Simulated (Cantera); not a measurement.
Cantera run, input and output.

```python
import numpy as np
import cantera as ct

gas = ct.Solution("gri30.yaml")
gas.TPX = 450, 13332, {'CO': 1, 'H2': 0.033, 'O2': 0.344, 'N2': 1.24}
flame = ct.FreeFlame(gas, width=0.16)
flame.set_refine_criteria(ratio=3, slope=0.08, curve=0.16)
flame.transport_model = "mixture-averaged"
flame.solve(loglevel=0, auto=True)
z, T = flame.grid, flame.T
thick = (T[-1] - T[0]) / np.gradient(T, z).max()
show = ['CO', 'H2', 'O2', 'O', 'H', 'NO']
print(f"laminar burning velocity  {flame.velocity[0] * 100:.3f} cm/s")
print(f"burnt temperature         {T[-1]:.1f} K")
print(f"thermal thickness         {thick * 1e3:.4f} mm")
print(f"grid points               {len(z)}")
z0 = z[flame.heat_release_rate.argmax()]
print(f"{'z/mm':>9s}{'T/K':>9s}{'u/(m/s)':>9s}" + "".join(f"{s:>11s}" for s in show))
rows = []
for k in (-3, -2, -1.5, -1, -0.5, -0.25, 0, 0.25, 0.5, 1, 2, 4, 8):
    zz = z0 + k * thick
    rows.append([k * thick, np.interp(zz, z, T), np.interp(zz, z, flame.velocity),
                 *(np.interp(zz, z, flame.X[gas.species_index(s)]) for s in show)])
    print(f"{rows[-1][0] * 1e3:9.3f}{rows[-1][1]:9.1f}{rows[-1][2]:9.3f}" + "".join(f"{x:11.3e}" for x in rows[-1][3:]))
```

It prints:

```
laminar burning velocity  91.708 cm/s
burnt temperature         2381.4 K
thermal thickness         11.5849 mm
grid points               142
     z/mm      T/K  u/(m/s)         CO         H2         O2          O          H         NO
  -34.755    450.0    0.917  3.821e-01  1.261e-02  1.314e-01  3.288e-17  7.809e-20  3.893e-17
  -23.170    450.0    0.917  3.821e-01  1.261e-02  1.314e-01  9.915e-15  2.378e-17  3.961e-17
  -17.377    450.0    0.917  3.821e-01  1.261e-02  1.314e-01  3.484e-13  8.394e-16  5.690e-17
  -11.585    450.0    0.917  3.821e-01  1.261e-02  1.314e-01  5.523e-11  1.875e-13  2.549e-15
   -5.792    450.4    0.918  3.821e-01  1.255e-02  1.314e-01  4.115e-08  5.836e-08  3.400e-12
   -2.896    529.5    1.077  3.781e-01  1.208e-02  1.289e-01  2.492e-05  2.825e-04  4.164e-09
    0.000    972.3    1.947  3.365e-01  5.428e-03  1.030e-01  6.251e-03  9.006e-03  6.899e-07
    2.896   1302.1    2.543  2.649e-01  7.162e-04  5.367e-02  2.871e-02  1.831e-02  6.863e-06
    5.792   1461.8    2.811  2.344e-01  6.154e-04  3.566e-02  3.338e-02  1.982e-02  1.689e-05
   11.585   1620.3    3.077  2.237e-01  9.498e-04  3.205e-02  2.702e-02  1.692e-02  3.310e-05
   23.170   1788.5    3.356  2.163e-01  1.318e-03  2.994e-02  1.941e-02  1.214e-02  5.475e-05
   46.340   1955.4    3.624  2.065e-01  1.466e-03  2.605e-02  1.311e-02  7.874e-03  9.497e-05
   92.679   2110.6    3.865  1.946e-01  1.438e-03  2.074e-02  8.243e-03  4.836e-03  2.200e-04
```

Computed with Cantera and GRI-Mech 3.0 (53 species, 325 reactions). Burning velocities carry a grid error of a few per cent, more on coarse grids.
